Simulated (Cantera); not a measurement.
**Premixed flame**

A freely propagating, adiabatic, planar premixed flame of 28.9 % H₂, 14.9 % O₂, 56.2 % N₂, equivalence ratio 0.97, unburnt at 700 K and 100.0 Torr; unity-Lewis-number transport, grid criteria slope 0.08 and curve 0.16, no radiation.

Cantera simulation using the H2/O2 subset of GRI-Mech 3.0, which has no nitrogen chemistry; the numbers are that mechanism's predictions, not measurements. Unity Lewis numbers drop preferential diffusion, which matters most where H2 and H carry the flame. Burning velocities carry a grid error of a few per cent, more on coarse grids.

```csv
z (mm),T (K),u (m/s),x H₂,x O₂,x H₂O₂,x O,x OH,x HO₂
-15.5,700,5.15,0.289,0.149,<1e-8,<1e-8,<1e-8,<1e-8
-10.4,700,5.15,0.289,0.149,<1e-8,<1e-8,<1e-8,<1e-8
-7.77,700,5.15,0.289,0.149,<1e-8,<1e-8,<1e-8,<1e-8
-5.18,700,5.15,0.289,0.149,<1e-8,<1e-8,<1e-8,1.38e-7
-2.59,703,5.17,0.289,0.149,7.41e-8,3.12e-6,1.51e-6,2.06e-5
-1.29,779,5.70,0.274,0.142,2.06e-7,0.000290,0.000140,2.90e-5
0,1143,8.19,0.127,0.0810,7.01e-7,0.00838,0.00363,1.29e-5
1.29,1399,9.86,0.0480,0.0417,7.90e-7,0.0176,0.00899,5.53e-6
2.59,1521,10.6,0.0471,0.0375,5.95e-7,0.0180,0.0116,4.24e-6
5.18,1668,11.5,0.0488,0.0342,3.46e-7,0.0169,0.0147,3.23e-6
10.4,1830,12.5,0.0488,0.0306,1.78e-7,0.0148,0.0177,2.40e-6
20.7,1999,13.4,0.0468,0.0268,9.54e-8,0.0121,0.0199,1.77e-6
41.4,2165,14.3,0.0425,0.0230,6.05e-8,0.00902,0.0208,1.41e-6
```
x: mole fraction of selected species; z is measured from the peak of heat release.

```yaml
laminar_burning_velocity: 515 cm/s
thermal_thickness: 5.18 mm
peak x(H₂O₂): 8.59e-7
peak x(O): 0.0181
peak x(OH): 0.0208
peak x(HO₂): 3.28e-5
```
